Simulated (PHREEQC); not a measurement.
Dissolve 0.055 mol HF, 0.11 mol H2SiF6 and 0.04 mol HBF4 per kg of water at 20 °C. Closed to the air; pH follows from the charge balance.

The numbers come from PHREEQC with the ion-association model, phreeqc.dat.

Q: The ionic strength comes out as 0.370 mol/kgw. What activity coefficients do BF3OH-, BF4-, H+, SiF6-2, HF2- get?

A: BF3OH- 0.73, BF4- 0.73, H+ 0.78, SiF6-2 0.24, HF2- 0.73.

No solid was allowed to form. Complexes and solids missing from the database can't appear. SiF6-2 is the database's only silicon fluoride. Real BF4- forms and hydrolyses slowly; the run takes it at equilibrium.
